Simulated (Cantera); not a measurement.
An adiabatic, constant-pressure homogeneous reactor starts with CO : H₂ : O₂ : N₂ : CO₂ = 1 : 0.18 : 1.11 : 4.19 : 0.19 (molar parts), equivalence ratio 0.53, at 1023 K and 760 Torr. Integrator tolerance rtol = 1e-08.

Model: GRI-Mech 3.0 (53 species, 325 reactions), integrated in Cantera.

**Question.** What does this change do: initial temperature 1023 to 1650 K?

**Answer.** 
```json
[
 {"quantity": "time of steepest temperature rise", "before": "0.443 ms", "after": "21.7 µs"},
 {"quantity": "temperature at 0.200 s", "before": "2277 K", "after": "2595 K"},
 {"quantity": "equilibrium temperature", "before": "2275 K", "after": "2595 K"},
 {"quantity": "x(CO) at 0.200 s", "before": "0.00654 (gas-phase equilibrium 0.00648)", "after": "0.0322 (gas-phase equilibrium 0.0322)"},
 {"quantity": "x(H₂) at 0.200 s", "before": "0.000175 (gas-phase equilibrium 0.000174)", "after": "0.000751 (gas-phase equilibrium 0.000751)"},
 {"quantity": "x(O₂) at 0.200 s", "before": "0.0834 (gas-phase equilibrium 0.0828)", "after": "0.0871 (gas-phase equilibrium 0.0871)"},
 {"quantity": "x(NO₂) at 0.200 s", "before": "5.46e-6 (gas-phase equilibrium 6.35e-6)", "after": "8.39e-6 (gas-phase equilibrium 8.39e-6)"},
 {"quantity": "x(H) at 0.200 s", "before": "0.000114 (gas-phase equilibrium 0.000112)", "after": "0.00103 (gas-phase equilibrium 0.00103)"}
]
```

**Question.** What does this change do: CO 1 to 1.7 parts?

**Answer.** 
```json
[
 {"quantity": "time of steepest temperature rise", "before": "0.443 ms", "after": "0.467 ms"},
 {"quantity": "temperature at 0.200 s", "before": "2277 K", "after": "2531 K"},
 {"quantity": "equilibrium temperature", "before": "2275 K", "after": "2531 K"},
 {"quantity": "x(CO) at 0.200 s", "before": "0.00654 (gas-phase equilibrium 0.00648)", "after": "0.0493 (gas-phase equilibrium 0.0493)"},
 {"quantity": "x(H₂) at 0.200 s", "before": "0.000175 (gas-phase equilibrium 0.000174)", "after": "0.000780 (gas-phase equilibrium 0.000780)"},
 {"quantity": "x(O₂) at 0.200 s", "before": "0.0834 (gas-phase equilibrium 0.0828)", "after": "0.0430 (gas-phase equilibrium 0.0430)"},
 {"quantity": "x(NO₂) at 0.200 s", "before": "5.46e-6 (gas-phase equilibrium 6.35e-6)", "after": "3.85e-6 (gas-phase equilibrium 3.85e-6)"},
 {"quantity": "x(H) at 0.200 s", "before": "0.000114 (gas-phase equilibrium 0.000112)", "after": "0.000804 (gas-phase equilibrium 0.000804)"}
]
```
